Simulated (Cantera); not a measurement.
Charge: 1 mol SiC, 0.038 mol C, 4.9 mol H2, at 25.0 Pa.

Cantera equilibrium calculation (NASA polynomials, part measured and part estimated; ideal gas, pure solids and liquids). Candidate condensed phases: C, C6H6, C7H8, C8H18, Si, SiC; 87 gas species. Gases not in the tables: Si2H6 and higher silanes. The numbers say what is thermodynamically allowed, not how fast it happens.

Which condensed phases are stable at each of these points (T (°C)): 1350, 1450, 1550, 1650, 1750, 1850, 1950?


```
T (°C)      condensed phases  Si condensed (%)
------  --------------------  ----------------
1350    C(graphite) + SiC(s)             100.0
1450    C(graphite) + SiC(s)             100.0
1550    C(graphite) + SiC(s)              99.8
1650    C(graphite) + SiC(s)              98.5
1750    C(graphite) + SiC(s)              92.0
1850    C(graphite) + SiC(s)              60.9
1950             C(graphite)               0.0
```

From 1350 °C to 1850 °C the condensed part is C(graphite) + SiC(s). At 1950 °C the condensed part is C(graphite).
